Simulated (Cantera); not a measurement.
Charge: 1 mol Ta2O5, 0.39 mol CH4, 0.01 mol CO, held at 2325 K.

Equilibrium computed with Cantera from the NASA thermochemical tables; the gas is ideal and each condensed phase is pure. Candidate condensed phases: C, C6H6, C7H8, C8H18, H2O, Ta, TaC, Ta2O5; 113 gas species. Mutual solubility and eutectic melting of coexisting phases are not modelled. TaC: taken at fixed stoichiometry. Condensed phases not in the tables: Ta2C, N, O or C dissolved in the metal. Rates play no part.

### Question
What share of the Ta ends up in condensed phases as a function of P (Pa), at 10, 42, 180, 750, 3200, 13000, 56000, 240000, 1000000?

### Answer
| P (Pa) | Ta condensed (%) | as |
|---|---|---|
| 10 | 59.2 | Ta2O5(l) |
| 42 | 72.8 | Ta(s) + Ta2O5(l) |
| 180 | 95.6 | Ta(s) + Ta2O5(l) |
| 750 | 99.0 | Ta(s) + Ta2O5(l) |
| 3200 | 99.8 | Ta(s) + Ta2O5(l) |
| 13000 | 99.9 | Ta(s) + Ta2O5(l) |
| 56000 | 100.0 | TaC(s) + Ta2O5(l) |
| 240000 | 100.0 | TaC(s) + Ta2O5(l) |
| 1000000 | 100.0 | TaC(s) + Ta2O5(l) |
